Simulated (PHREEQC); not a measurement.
Make-up at 20 °C: 130 mmol/kgw Cu(NO3)2, 0.55 mmol/kgw H2SO4 and 10.1 mmol/kgw NaCl. Closed to the air; pH follows from the charge balance.

Equilibrium calculation in PHREEQC: ion-association model, phreeqc.dat.

Problem. The ionic strength comes out as 0.399 mol/kgw. What activity coefficients do HSO4-, NaSO4-, Cu+2, Cl-, Na+ get?

Solution. HSO4- 0.73, NaSO4- 0.71, Cu+2 0.27, Cl- 0.67, Na+ 0.72.

No solid was allowed to form. Complexes and solids missing from the database can't appear.
